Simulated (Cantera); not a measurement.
What does this Cantera script print?

```python
import numpy as np
import cantera as ct

gas_names = """
    CL CL2 H HCL H2 N NH NH2 NH3 N2 N2H2 N2H4 Si SiCL SiCL2 SiCL3 SiCL4 SiH SiHCL3 SiH2 SiH2CL2 SiH3
    SiH3CL SiH4 SiN Si2 Si2N Si3
""".split()
cond_names = """
    NH4CL(a) NH4CL(b) Si(cr) Si(L) Si3N4(a)
""".split()


# ... load() reads the species with a 1 bar reference pressure and builds the phases ...
atoms = {
    'SiH2Cl2': {'Si': 1, 'H': 2, 'CL': 2},
    'N2': {'N': 2},
}
top_T = {'Si3N4(a)': 2400}  # K; cautious upper limits of use, not melting points


# ... equilibrate(T, P, feed) seeds the gas with the atoms and calls Mixture.equilibrate('TP', solver="vcs", rtol=1e-11, max_steps=5000) ...
results = []
feed = {'SiH2Cl2': 1, 'N2': 45}  # mol
T = 1700  # K
P = 2800  # Pa
mix = equilibrate(T, P, feed)
results.append((T, P, feed, dict(zip(mix.species_names, mix.species_moles))))
x = sorted(zip(gas.X, gas.species_names), reverse=True)
print(f"T = {T:g} K  P = {P:g} Pa  gas = {mix.phase_moles(0):.4g} mol")
print("   x: " + "  ".join(f"{s} {v:.3e}" for v, s in x if v > 0.0001))
print("   condensed (mol): " + ("  ".join(f"{mix.phase(i).name} {mix.phase_moles(i):.4g}"
      for i in range(1, mix.n_phases) if mix.phase_moles(i) > 1e-12) or "none"))
```

Output:

```
T = 1700 K  P = 2800 Pa  gas = 46.73 mol
   x: N2 9.572e-01  HCL 1.714e-02  H2 1.278e-02  SiCL2 1.237e-02  SiCL3 2.526e-04  CL 1.038e-04
   condensed (mol): Si3N4(a) 0.1363
```

These are equilibrium values from Cantera (NASA tables, ideal gas, pure condensed phases), not measurements of a reactor. The tables' values for SiCl3, SiCl are old estimates; treat these amounts as uncertain.
